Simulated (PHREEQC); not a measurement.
Solution (25 °C): 0.033 mol/kgw NaHCO3 and 0.00039 mol/kgw Na2HPO4. Closed to the air; pH follows from the charge balance.

Equilibrium calculation in PHREEQC: ion-association model, phreeqc.dat.

No solid was allowed to form.

### Question
Order these P species by the share of P that they hold, largest first: H2PO4-, NaHPO4-, HPO4-2.

### Answer
HPO4-2 (91 %), H2PO4- (6.3 %), NaHPO4- (3.0 %)

The pH is 8.15 and the ionic strength 0.0339 mol/kgw. Complexes and solids missing from the database can't appear.
